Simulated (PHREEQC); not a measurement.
Make-up at 25 °C: 6.8e-05 mol/kgw CaSO4 and 9.6e-05 mol/kgw CO2. Closed to the air; pH follows from the charge balance.

Model: ion-association model, phreeqc.dat, run in PHREEQC.

Each row changes one thing in this solution. This is a speciation only: nothing precipitates in the calculation.

```json
[
 {"case": "as made", "pH": "5.20", "ionic strength (mol/kgw)": "0.000276"},
 {"case": "diluted 100-fold with water", "pH": "6.32", "ionic strength (mol/kgw)": "3.20e-6"},
 {"case": "temperature from 25 to 90 °C", "pH": "5.22", "ionic strength (mol/kgw)": "0.000274"},
 {"case": "CO2 from 9.6e-05 to 0.00096 mol/kgw", "pH": "4.69", "ionic strength (mol/kgw)": "0.000290"},
 {"case": "diluted 2-fold with water", "pH": "5.36", "ionic strength (mol/kgw)": "0.000140"},
 {"case": "0.00015 mol/kgw TMAH added", "pH": "9.56", "ionic strength (mol/kgw)": "0.000430"},
 {"case": "CO2 left out", "pH": "7.00", "ionic strength (mol/kgw)": "0.000269"},
 {"case": "CaSO4 from 6.8e-05 to 6.8e-06 mol/kgw", "pH": "5.20", "ionic strength (mol/kgw)": "3.35e-5"},
 {"case": "CaSO4 left out", "pH": "5.20", "ionic strength (mol/kgw)": "6.34e-6"}
]
```

Complexes and solids missing from the database can't appear. (CH3)4N+ isn't in the database: it is added as a free cation with an ion size of 4 Å. At this temperature some constants are extrapolated from 25 °C, and those without enthalpy data are left unchanged.
